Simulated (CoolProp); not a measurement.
100 sccm (0 °C, 1 atm) of nitrogen bubbles through liquid methanol at 285.7 K and leaves saturated at a total pressure of 0.0331 MPa (ideal gas phase). Each further row changes one setting.

Model: reference Helmholtz-energy equation of state, de Reuck 1993, in CoolProp.

```tsv
case	vapour pressure (kPa)	mole fraction of vapour	delivery (mg/min)	delivery (sccm)	change of delivery for a bath 1 K warmer (%)
as stated	8.62	0.260	50.3	35.2	8.1
bath temperature 290.7 K	…	0.345	75.1	52.6	…
total pressure 0.0662 MPa	8.62	0.130	…	15.0	6.8
```

Problem. Some entries are withheld; supply them.

Solution. 
- bath temperature 290.7 K, vapour pressure (kPa): 11.4
- bath temperature 290.7 K, change of delivery for a bath 1 K warmer (%): 8.8
- total pressure 0.0662 MPa, delivery (mg/min): 21.4
